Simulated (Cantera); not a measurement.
Input: 1 mol CaCO3, 6.3 mol H2O, 1.2 mol O2, at 1.00 bar.

These are equilibrium values from Cantera (NASA tables, ideal gas, pure condensed phases), not measurements of a reactor. Candidate condensed phases: C, C6H6, C7H8, C8H18, Ca, CaCO3, CaO, Ca(OH)2, H2O; 115 gas species. The numbers say what is thermodynamically allowed, not how fast it happens.

x: gas mole fraction; n: condensed amount in mol.

| T (K) | x H2O | x O2 | x CO2 | x OH | x HO2 | x H2 | x O | n CaCO3(calcite) | n Ca(OH)2(s) | n CaO(s) |
|---|---|---|---|---|---|---|---|---|---|---|
| 650 | 0.840 | 0.160 | 1.88e-5 | 8.57e-12 | <1e-12 | <1e-12 | <1e-12 | 1.000 | 0.000141 | 0 |
| 700 | 0.840 | 0.160 | 4.88e-5 | 7.28e-11 | 2.34e-12 | <1e-12 | <1e-12 | 1.000 | 0.000366 | 0 |
| 750 | 0.840 | 0.160 | 0.000112 | 4.65e-10 | 1.07e-11 | <1e-12 | <1e-12 | 0.999 | 0.000842 | 0 |
| 800 | 0.840 | 0.160 | 0.000311 | 2.36e-9 | 4.06e-11 | <1e-12 | <1e-12 | 0.998 | 0 | (withheld) |
| 850 | 0.839 | 0.160 | 0.00143 | 9.91e-9 | 1.31e-10 | <1e-12 | <1e-12 | 0.989 | 0 | (withheld) |
| 900 | 0.835 | 0.159 | 0.00556 | 3.54e-8 | 3.71e-10 | 6.70e-12 | 2.15e-12 | 0.958 | 0 | (withheld) |
| 950 | 0.824 | 0.157 | 0.0186 | 1.10e-7 | 9.30e-10 | 3.79e-11 | 1.26e-11 | 0.858 | 0 | (withheld) |
| 1000 | 0.794 | 0.151 | 0.0549 | 2.98e-7 | 2.06e-9 | 1.78e-10 | 6.11e-11 | 0.564 | 0 | (withheld) |
| 1050 | 0.741 | 0.141 | 0.118 | 7.19e-7 | 4.04e-9 | 7.14e-10 | 2.51e-10 | 0 | 0 | 1.00 |
| 1100 | 0.741 | 0.141 | 0.118 | 1.68e-6 | 8.09e-9 | 2.60e-9 | 9.38e-10 | 0 | 0 | 1.00 |
| 1150 | 0.741 | 0.141 | 0.118 | 3.63e-6 | 1.52e-8 | 8.47e-9 | 3.12e-9 | 0 | 0 | 1.00 |
| 1200 | 0.741 | 0.141 | 0.118 | 7.38e-6 | 2.72e-8 | 2.51e-8 | 9.42e-9 | 0 | 0 | 1.00 |

Some entries are withheld; supply them.


- 800, n CaO(s): 0.00233
- 850, n CaO(s): 0.0108
- 900, n CaO(s): 0.0419
- 950, n CaO(s): 0.142
- 1000, n CaO(s): 0.436
